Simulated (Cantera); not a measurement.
# Ammonia decomposition in nitride growth gas

An isothermal, constant-pressure homogeneous reactor starts with 21.7 % NH3, 78.3 % H2, at 1850 K and 1700 Pa.

Computed with Cantera and the gas-phase N/H chemistry of the illustrative SiF4/NH3 mechanism in the Surface Chemkin manual (1991). Walls and surfaces, which speed up NH3 decomposition in real reactors, are not modelled.

```json
[
 {"t (s)": "5.00e-5", "x NH3": "0.217", "x H2": "0.783", "x N2": "<1e-12", "x N": "<1e-12", "x N2H2": "<1e-12", "x H": "3.82e-7"},
 {"t (s)": "0.000126", "x NH3": "0.217", "x H2": "0.783", "x N2": "<1e-12", "x N": "<1e-12", "x N2H2": "<1e-12", "x H": "9.67e-7"},
 {"t (s)": "0.000316", "x NH3": "0.217", "x H2": "0.783", "x N2": "4.77e-12", "x N": "<1e-12", "x N2H2": "1.01e-11", "x H": "2.44e-6"},
 {"t (s)": "0.000793", "x NH3": "0.217", "x H2": "0.783", "x N2": "1.75e-10", "x N": "1.92e-12", "x N2H2": "8.67e-11", "x H": "6.14e-6"},
 {"t (s)": "0.00199", "x NH3": "0.217", "x H2": "0.783", "x N2": "4.31e-9", "x N": "3.28e-11", "x N2H2": "6.48e-10", "x H": "1.54e-5"},
 {"t (s)": "0.00501", "x NH3": "0.217", "x H2": "0.783", "x N2": "8.74e-8", "x N": "5.31e-10", "x N2H2": "4.73e-9", "x H": "3.87e-5"},
 {"t (s)": "0.0126", "x NH3": "0.217", "x H2": "0.783", "x N2": "1.77e-6", "x N": "8.28e-9", "x N2H2": "3.68e-8", "x H": "9.67e-5"},
 {"t (s)": "0.0316", "x NH3": "0.217", "x H2": "0.782", "x N2": "3.82e-5", "x N": "1.08e-7", "x N2H2": "2.87e-7", "x H": "0.000230"},
 {"t (s)": "0.0795", "x NH3": "0.216", "x H2": "0.783", "x N2": "0.000488", "x N": "3.89e-7", "x N2H2": "8.38e-7", "x H": "0.000356"},
 {"t (s)": "0.200", "x NH3": "0.212", "x H2": "0.785", "x N2": "0.00206", "x N": "4.13e-7", "x N2H2": "8.61e-7", "x H": "0.000366"},
 {"t (s)": "0.502", "x NH3": "0.203", "x H2": "0.791", "x N2": "0.00587", "x N": "4.13e-7", "x N2H2": "8.13e-7", "x H": "0.000374"},
 {"t (s)": "1.26", "x NH3": "0.182", "x H2": "0.803", "x N2": "0.0145", "x N": "4.12e-7", "x N2H2": "7.04e-7", "x H": "0.000393"},
 {"t (s)": "3.17", "x NH3": "0.140", "x H2": "0.828", "x N2": "0.0317", "x N": "4.08e-7", "x N2H2": "5.03e-7", "x H": "0.000439"},
 {"t (s)": "7.96", "x NH3": "0.0773", "x H2": "0.865", "x N2": "0.0574", "x N": "3.95e-7", "x N2H2": "2.38e-7", "x H": "0.000548"},
 {"t (s)": "20.0", "x NH3": "0.0216", "x H2": "0.897", "x N2": "0.0803", "x N": "3.74e-7", "x N2H2": "5.10e-8", "x H": "0.000849"}
]
```
x: mole fraction; the columns are a selection and need not sum to one.

Equilibrium at this temperature and pressure: NH3 1.15e-7, H2 0.907, N2 0.0891, N 1.98e-10, N2H2 <1e-12, H 0.00396 (gas phase only).
